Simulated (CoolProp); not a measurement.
Properties of octamethylcyclotetrasiloxane (D4) at several states (Tc = 586.5 K, pc = 1.347 MPa, ω = 0.598).

Values from CoolProp's reference Helmholtz-energy equation of state, Thol 2015.

| T (K) | p (MPa) | phase | density (kg/m³) | cp (kJ/(kg K)) | cv (kJ/(kg K)) | Joule-Thomson coefficient (K/MPa) |
|---|---|---|---|---|---|---|
| 444.5 | 0.144 | liquid | 771.8 | 1.985 | 1.703 | -0.1279 |
| 481.8 | 0.0233 | gas | 1.748 | 1.758 | 1.728 | 15.76 |
| 301 | 0.269 | liquid | 947.9 | 1.675 | 1.380 | -0.4018 |
| 599 | 4.14 | supercritical | 560.2 | 2.330 | 2.027 | 0.8526 |
| 564.4 | 0.0549 | gas | 3.529 | 1.939 | 1.909 | 9.571 |
| 603 | 0.0215 | gas | 1.278 | 2.010 | 1.981 | 7.674 |
